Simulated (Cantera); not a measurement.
Equilibrium for calcination and drying: LiOH + H2O

A closed system holds: 1 mol LiOH, 0.55 mol H2O, at 4.50 Torr.

These are equilibrium values from Cantera (NASA tables, ideal gas, pure condensed phases), not measurements of a reactor. Candidate condensed phases: H2O, Li, LiH, LiOH, Li2O; 17 gas species. Equilibrium is a limit: real reactors are often held back by kinetics, nucleation or transport.

```tsv
T (°C)	log p LiOH	log p H2O	log p Li	log p O2
1377	-2.42	-2.67	-4.77	-5.10
1402	-2.42	-2.67	-4.67	-5.01
1427	-2.42	-2.67	-4.57	-4.93
1452	-2.42	-2.67	-4.47	-4.84
1477	-2.43	-2.67	-4.37	-4.76
1502	-2.43	-2.67	-4.28	-4.68
1527	-2.43	-2.67	-4.20	-4.61
1552	-2.43	-2.67	-4.11	-4.53
1577	-2.44	-2.67	-4.03	-4.46
1602	-2.44	-2.67	-3.95	-4.39
1627	-2.45	-2.67	-3.87	-4.32
1652	-2.45	-2.67	-3.80	-4.26
1677	-2.46	-2.67	-3.73	-4.19
```
log p: log10 of the partial pressure in bar; nothing condenses.

From 1377 °C to 1677 °C nothing is condensed. The main Li-bearing gas is LiOH throughout.
